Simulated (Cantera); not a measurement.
Cantera run:

```python
import numpy as np
import cantera as ct

gas_names = """
    C CH CH2 CH3 CH2OH CH3O CH4 CH3OH CN CO CO2 COOH C2 C2H CHCO,ketyl C2H2,acetylene C2H2,vinylidene
    CH2CO,ketene C2H3,vinyl CH3CN CH3CO,acetyl C2H4 C2H4O,ethylen CH3CHO,ethanal CH3COOH (HCOOH)2 C2H5
    C2H6 CH3OCH3 C2H5OH CCN CNC C2N2 C2O C3 C3H3,propargyl C3H4,allene C3H4,propyne C3H4,cyclo-
    C3H5,allyl C3H6,propylene C3H6,cyclo- C3H6O C3H7,n-propyl C3H7,i-propyl C3H8 C3H8O,1propanol
    C3H8O,2propanol C3O2 C4 C4H2 C4H4,1,3-cyclo- C4H6,butadiene C4H6,2-butyne C4H6,cyclo- C4H8,1-butene
    C4H8,cis2-buten C4H8,tr2-butene C4H8,isobutene C4H8,cyclo- (CH3COOH)2 C4H9,n-butyl C4H9,i-butyl
    C4H9,s-butyl C4H9,t-butyl C4H10,isobutane C4H10,n-butane C4N2 C5 C5H6,1,3cyclo- C5H8,cyclo-
    C5H10,1-pentene C5H10,cyclo- C5H11,pentyl C5H11,t-pentyl C5H12,n-pentane C5H12,i-pentane
    CH3C(CH3)2CH3 C6H2 C6H5,phenyl C6H5O,phenoxy C6H6 C6H5OH,phenol C6H10,cyclo- C6H12,1-hexene
    C6H12,cyclo- C6H13,n-hexyl C7H7,benzyl C7H8 C7H8O,cresol C7H14,1-heptene C7H15,n-heptyl
    C7H16,n-heptane C8H8,styrene C8H10,ethylbenz C8H16,1-octene C8H17,n-octyl C8H18,isooctane
    C8H18,n-octane C9H19,n-nonyl C10H8,naphthale C10H21,n-decyl C12H9,o-bipheny C12H10,bipheny H HCN HCO
    HCCN HNC HNCO HNO HNO2 HNO3 HO2 H2 HCHO,formaldehy HCOOH H2O H2O2 N NCO NH NH2 NH3 NH2OH NO NO2 NO3
    N2 N2H2 N2H4 N2O O OH O2 O3
""".split()
cond_names = """
    C(gr) C6H6(L) C7H8(L) C8H18(L),n-octa H2O(s) H2O(L)
""".split()


def load(file, names, dense=False):
    # The tables refer to 1 bar. Condensed volumes are neglected.
    table = {s.name: s for s in ct.Species.list_from_file(file)}
    out = []
    for n in names:
        d = dict(table[n].input_data)
        d["thermo"] = dict(d["thermo"], **{"reference-pressure": 1e5})
        if dense:
            d["equation-of-state"] = {"model": "constant-volume", "density": "1e6 g/cm^3"}
        out.append(ct.Species.from_dict(d))
    return out


gas = ct.Solution(thermo="ideal-gas", species=load("nasa_gas.yaml", gas_names))
cond = {s.name: ct.Solution(thermo="fixed-stoichiometry", species=[s], name=s.name)
        for s in load("nasa_condensed.yaml", cond_names, dense=True)}
atoms = {
    'toluene': {'C': 7, 'H': 8},
    'CO2': {'C': 1, 'O': 2},
    'N2': {'N': 2},
    'H2': {'H': 2},
}
top_T = {'C(gr)': 4500}  # K; cautious upper limits of use, not melting points


def equilibrate(T, P, feed):
    n = {}
    for name, mol in feed.items():
        for a, k in atoms[name].items():
            n[a] = n.get(a, 0.0) + k * mol
    gas.TPX = T, P, n
    mass = sum(n.values()) * gas.mean_molecular_weight
    gas.equilibrate("TP")
    valid = [c for c in cond.values() if c.min_temp <= T <= top_T.get(c.name, c.max_temp)]
    mix = ct.Mixture([(gas, mass / gas.mean_molecular_weight)] + [(c, 0.0) for c in valid])
    mix.T, mix.P = T, P
    mix.equilibrate("TP", solver="vcs", rtol=1e-11, max_steps=5000)
    return mix


results = []
feed = {'toluene': 1, 'CO2': 0.38, 'N2': 1.7, 'H2': 8.1}  # mol
T = 2448.15  # K
P = 88  # Pa
mix = equilibrate(T, P, feed)
results.append((T, P, feed, dict(zip(mix.species_names, mix.species_moles))))
x = sorted(zip(gas.X, gas.species_names), reverse=True)
print(f"T = {T:g} K  P = {P:g} Pa  gas = {mix.phase_moles(0):.4g} mol")
print("   x: " + "  ".join(f"{s} {v:.3e}" for v, s in x if v > 1e-05))
print("   condensed (mol): " + ("  ".join(f"{mix.phase(i).name} {mix.phase_moles(i):.4g}"
      for i in range(1, mix.n_phases) if mix.phase_moles(i) > 1e-12) or "none"))
```

Result:

```
T = 2448.15 K  P = 88 Pa  gas = 18.64 mol
   x: H 4.358e-01  H2 4.211e-01  N2 8.440e-02  CO 4.078e-02  HCN 1.169e-02  C2H2,acetylene 3.644e-03  HNC 1.288e-03  CN 6.501e-04  C3 2.477e-04  C2H 2.420e-04  C 9.132e-05  C2 2.260e-05  C4H2 1.300e-05
   condensed (mol): C(gr) 6.203
```

Cantera equilibrium calculation (NASA polynomials, part measured and part estimated; ideal gas, pure solids and liquids).
